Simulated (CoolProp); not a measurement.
R245fa at 284.12 K and 0.794 MPa is throttled through a valve to 0.468 MPa with no heat exchange. Each further row changes one setting.

Values from CoolProp's reference Helmholtz-energy equation of state, Akasaka 2015.

```
case                       temperature change (K)
-------------------------  ----------------------
as stated                                    +0.1
outlet pressure 0.14 MPa                     +0.2
outlet pressure 0.608 MPa                    +0.0
```
